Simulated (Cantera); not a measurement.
Input (Python, Cantera):

```python
import numpy as np
import cantera as ct

gas = ct.Solution("gri30.yaml")
gas.TPX = 1225, 2666, {'H2': 0.01, 'O2': 0.29}
reactor = ct.IdealGasConstPressureReactor(gas, energy="off", clone=False)
net = ct.ReactorNet([reactor])
net.rtol, net.atol = 1e-08, 1e-18
show = ['H2', 'O2', 'O', 'HO2', 'OH', 'H2O2']
times = np.geomspace(2e-05, 40, 15)

steps = ct.SolutionArray(gas, extra=["t"])
rows = []
print(f"{'t/s':>10s}{'T/K':>9s}{'P/Pa':>11s}" + "".join(f"{s:>11s}" for s in show))
for t in times:
    while net.time < t:
        t_next = net.step()
        steps.append(gas.state, t=t_next)
    rows.append([np.interp(t, steps.t, y) for y in (steps.T, steps.P, *steps(*show).X.T)])
    print(f"{t:10.3e}{rows[-1][0]:9.1f}{rows[-1][1]:11.4g}" + "".join(f"{x:11.3e}" for x in rows[-1][2:]))
rate = np.gradient(steps.T, steps.t)
print("integrator steps:", len(steps.t))
if steps.T.max() > steps.T[0] + 200:
    print(f"time of steepest temperature rise: {steps.t[rate.argmax()]:.4e} s")
gas.TPX = 1225, 2666, {'H2': 0.01, 'O2': 0.29}
gas.equilibrate("TP")
print(f"equilibrium (TP): T = {gas.T:.1f} K  " + "  ".join(f"{s} {gas[s].X[0]:.3e}" for s in show))
```

Output:

```
       t/s      T/K       P/Pa         H2         O2          O        HO2         OH       H2O2
 2.000e-05   1225.0       2666  3.333e-02  9.667e-01  7.106e-10  1.884e-09  6.650e-10  1.258e-13
 5.638e-05   1225.0       2666  3.333e-02  9.667e-01  4.092e-09  5.319e-09  3.455e-09  9.983e-13
 1.589e-04   1225.0       2666  3.333e-02  9.667e-01  2.866e-08  1.509e-08  2.099e-08  7.911e-12
 4.480e-04   1225.0       2666  3.333e-02  9.667e-01  8.888e-07  4.737e-08  6.154e-07  6.426e-11
 1.263e-03   1225.0       2666  2.488e-02  9.599e-01  4.580e-03  4.597e-06  2.691e-03  1.387e-07
 3.560e-03   1225.0       2666  3.846e-04  9.420e-01  2.176e-02  4.516e-06  2.478e-03  1.133e-07
 1.003e-02   1225.0       2666  2.655e-04  9.496e-01  1.486e-02  3.996e-06  2.067e-03  1.115e-07
 2.828e-02   1225.0       2666  1.166e-04  9.589e-01  6.376e-03  2.867e-06  1.373e-03  1.002e-07
 7.973e-02   1225.0       2666  2.836e-05  9.642e-01  1.538e-03  1.387e-06  6.803e-04  6.833e-08
 2.247e-01   1225.0       2666  4.846e-06  9.657e-01  2.645e-04  4.360e-07  2.835e-04  3.199e-08
 6.335e-01   1225.0       2666  8.216e-07  9.660e-01  4.529e-05  1.080e-07  1.177e-04  1.128e-08
 1.786e+00   1225.0       2666  1.655e-07  9.661e-01  9.220e-06  2.811e-08  5.317e-05  3.527e-09
 5.034e+00   1225.0       2666  4.067e-08  9.661e-01  2.285e-06  1.120e-08  2.648e-05  1.105e-09
 1.419e+01   1225.0       2666  1.210e-08  9.661e-01  6.844e-07  9.776e-09  1.449e-05  3.803e-10
 4.000e+01   1225.0       2666  5.328e-09  9.661e-01  3.021e-07  1.222e-08  9.622e-06  1.867e-10
integrator steps: 1807
equilibrium (TP): T = 1225.0 K  H2 4.496e-09  O2 9.661e-01  O 2.550e-07  HO2 1.301e-08  OH 8.838e-06  H2O2 1.623e-10
```

Model: GRI-Mech 3.0 (53 species, 325 reactions), integrated in Cantera. Radical loss at walls, strong at low pressure, is not modelled.
